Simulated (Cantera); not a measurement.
Charge: 1 mol BCl3, 4.9 mol O2, 5.3 mol N2, equilibrated at 2100 K and 1330 Pa.

These are equilibrium values from Cantera (NASA tables, ideal gas, pure condensed phases), not measurements of a reactor. Candidate condensed phases: B, BN, B2O3; 25 gas species. The tables' values for BOCl are old estimates; treat these amounts as uncertain. Equilibrium is a limit: real reactors are often held back by kinetics, nucleation or transport.

Base state: N2 0.402, O2 0.307, Cl 0.225, B2O3 0.0270, BO2 0.0190, NO 0.00859, O 0.00667, BOCl 0.00352 (mole fractions); condensed: gas only.

Problem. What changes in the equilibrium state with this change: temperature from 2100 K to 1950 K?

Solution. 
```csv
species,before,after
N2,0.402,0.406
O2,0.307,0.314
Cl,0.225,0.223
BO2,0.0190,0.0112
O,0.00667,0.00219
B2O3,0.0270,0.0309
BO,0.000125,2.19e-5
Cl2,0.000599,0.00181
NO,0.00859,0.00584
```
